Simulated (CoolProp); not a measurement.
n-octane along the isotherm 620 K: density (kg/m³) from the reference equation and from simpler models built on Tc = 568.7 K, pc = 2.484 MPa, ω = 0.398; each cubic takes its own stable root.

The numbers come from the reference Helmholtz-energy equation of state, Beckmüller 2019 in CoolProp.

| p (MPa) | phase | reference |
|---|---|---|
| 0.414 | gas | 9.610 |
| 0.828 | gas | 20.22 |
| 1.24 | gas | 32.00 |
| 1.66 | gas | 45.63 |
| 2.07 | gas | 60.98 |
| 2.48 | gas | 79.09 |
| 2.9 | supercritical | 101.7 |
| 3.31 | supercritical | 129.6 |
| 3.73 | supercritical | 166.7 |

**Question.** How far does each simpler model (Soave-Redlich-Kwong, Peng-Robinson) lie from the reference over these 9 states: mean and median of the absolute difference, and the worst?

**Answer.** 
- Soave-Redlich-Kwong: mean 2.9 %, median 2.1 %, worst -8.3 % at 620 K and 3.73 MPa
- Peng-Robinson: mean 1.0 %, median 1.0 %, worst -2.8 % at 620 K and 3.73 MPa
